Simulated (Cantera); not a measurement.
Premixed flame

A freely propagating, adiabatic, planar premixed flame of 14.9 % CO, 16.4 % H2, 12.5 % O2, 56.2 % N2, equivalence ratio 1.3, unburnt at 525 K and 3750 Torr; mixture-averaged transport, grid criteria slope 0.08 and curve 0.16, no radiation.

Computed with Cantera and GRI-Mech 3.0 (53 species, 325 reactions). The hydrogen kinetics of GRI-Mech 3.0 are dated; newer H2 mechanisms differ, most at raised pressure. Burning velocities carry a grid error of a few per cent, more on coarse grids.

```csv
z (mm),T (K),u (m/s),x CO,x H2,x O2,x NO,x NO2,x H2O2
-0.216,525,2.65,0.149,0.164,0.125,<1e-8,<1e-8,<1e-8
-0.144,525,2.65,0.149,0.164,0.125,<1e-8,<1e-8,<1e-8
-0.108,525,2.65,0.150,0.163,0.125,<1e-8,<1e-8,2.61e-8
-0.0720,527,2.65,0.150,0.160,0.126,<1e-8,<1e-8,3.93e-7
-0.0360,577,2.84,0.153,0.139,0.127,1.03e-8,<1e-8,2.99e-5
-0.0180,859,4.12,0.151,0.106,0.117,2.46e-7,<1e-8,9.43e-5
0,1313,6.19,0.140,0.0614,0.0848,1.96e-6,<1e-8,2.42e-5
0.0180,1631,7.60,0.120,0.0310,0.0486,6.64e-6,<1e-8,3.99e-6
0.0360,1810,8.34,0.103,0.0215,0.0299,1.25e-5,<1e-8,2.11e-6
0.0720,1991,9.06,0.0825,0.0199,0.0174,2.20e-5,<1e-8,1.08e-6
0.144,2144,9.64,0.0705,0.0194,0.0107,3.34e-5,1.15e-8,6.09e-7
0.288,2257,10.1,0.0650,0.0175,0.00653,4.54e-5,1.29e-8,3.77e-7
0.576,2335,10.4,0.0610,0.0157,0.00358,5.85e-5,1.33e-8,2.33e-7
```
x: mole fraction of selected species; z is measured from the peak of heat release.

| Item | Value |
|---|---|
| laminar burning velocity | 265 cm/s |
| thermal thickness | 0.0720 mm |
| peak x(H2O2) | 9.46e-5 |
| grid points | 107 |
